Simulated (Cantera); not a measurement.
What does this Cantera script print?

```python
import numpy as np
import cantera as ct

gas_names = """
    F F2 H HF H2 H2F2 H3F3 H4F4 H5F5 H6F6 H7F7 N NF NF2 NF3 NH NH2 NH3 N2 N2H2 N2H4 Si SiF SiF2 SiF3
    SiF4 SiH SiHF3 SiH2 SiH2F2 SiH3 SiH3F SiH4 SiN Si2 Si2N Si3
""".split()
cond_names = """
    Si(cr) Si(L) Si3N4(a)
""".split()


def load(file, names, dense=False):
    # The tables refer to 1 bar. Condensed volumes are neglected.
    table = {s.name: s for s in ct.Species.list_from_file(file)}
    out = []
    for n in names:
        d = dict(table[n].input_data)
        d["thermo"] = dict(d["thermo"], **{"reference-pressure": 1e5})
        if dense:
            d["equation-of-state"] = {"model": "constant-volume", "density": "1e6 g/cm^3"}
        out.append(ct.Species.from_dict(d))
    return out


gas = ct.Solution(thermo="ideal-gas", species=load("nasa_gas.yaml", gas_names))
cond = {s.name: ct.Solution(thermo="fixed-stoichiometry", species=[s], name=s.name)
        for s in load("nasa_condensed.yaml", cond_names, dense=True)}
atoms = {
    'Si': {'Si': 1},
    'HF': {'H': 1, 'F': 1},
    'N2': {'N': 2},
}
top_T = {'Si3N4(a)': 2400}  # K; cautious upper limits of use, not melting points


def equilibrate(T, P, feed):
    n = {}
    for name, mol in feed.items():
        for a, k in atoms[name].items():
            n[a] = n.get(a, 0.0) + k * mol
    gas.TPX = T, P, n
    mass = sum(n.values()) * gas.mean_molecular_weight
    gas.equilibrate("TP")
    valid = [c for c in cond.values() if c.min_temp <= T <= top_T.get(c.name, c.max_temp)]
    mix = ct.Mixture([(gas, mass / gas.mean_molecular_weight)] + [(c, 0.0) for c in valid])
    mix.T, mix.P = T, P
    mix.equilibrate("TP", solver="vcs", rtol=1e-11, max_steps=5000)
    return mix


results = []
feed = {'Si': 1, 'HF': 1.2, 'N2': 3.8}  # mol
T = 798.15  # K
P = 1333.22  # Pa
mix = equilibrate(T, P, feed)
results.append((T, P, feed, dict(zip(mix.species_names, mix.species_moles))))
print(gas.report(threshold=0.001))
for i in range(1, mix.n_phases):
    print(f"{mix.phase(i).name:16s} {mix.phase_moles(i):12.5e} mol")
```

Result:

```
       temperature   798.15 K
          pressure   1333.2 Pa
           density   0.0059706 kg/m^3
  mean mol. weight   29.719 kg/kmol
   phase of matter   gas

                          1 kg             1 kmol
                     ---------------   ---------------
          enthalpy       -3.2763e+06       -9.7369e+07  J
   internal energy       -3.4996e+06       -1.0401e+08  J
           entropy            8886.3        2.6409e+05  J/K
    Gibbs function       -1.0369e+07       -3.0815e+08  J
 heat capacity c_p            1210.5             35976  J/K
 heat capacity c_v            930.75             27661  J/K

                      mass frac. Y      mole frac. X     chem. pot. / RT
                     ---------------   ---------------   ---------------
                H2         0.0096124            0.1417           -23.247
                N2           0.74222           0.78739           -28.872
              SiF4           0.24812          0.070849           -287.97
     [  +34 minor]        5.3383e-05         5.523e-05

Si(cr)            0.00000e+00 mol
Si3N4(a)          2.33347e-01 mol
```

Method: chemical equilibrium by Gibbs-energy minimisation in Cantera with the NASA 1993 tables (ideal gas, pure condensed phases). N2 is the only nitrogen source here; it is nearly inert below about 1500 K, so the nitride shown seldom forms there in practice.
